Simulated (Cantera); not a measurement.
Charge: 1 mol PbO, 5.6 mol CO, 23 mol H2, held at 848.15 K and 13.3 mbar.

These are equilibrium values from Cantera (NASA tables, ideal gas, pure condensed phases), not measurements of a reactor. Candidate condensed phases: C, C6H6, C7H8, C8H18, H2O, Pb, PbO, PbO2, Pb3O4; 113 gas species. The numbers say what is thermodynamically allowed, not how fast it happens.

Base state: H2 0.780, CO 0.178, H2O 0.0225, CO2 0.0158, CH4 0.00315, Pb 2.25e-5 (mole fractions); condensed: Pb(l).

Q: What changes in the equilibrium state with this change: temperature from 848.15 K to 1173.15 K?

A: 
```json
[
 {"species": "H2", "before": "0.780", "after": "0.750"},
 {"species": "CO", "before": "0.178", "after": "0.184"},
 {"species": "Pb", "before": "2.25e-5", "after": "0.0317"},
 {"species": "CO2", "before": "0.0158", "after": "0.00547"},
 {"species": "H2O", "before": "0.0225", "after": "0.0284"},
 {"species": "CH4", "before": "0.00315", "after": "3.35e-7"},
 {"species": "Pb(l), mol", "before": "0.999", "after": "0.0633"}
]
```
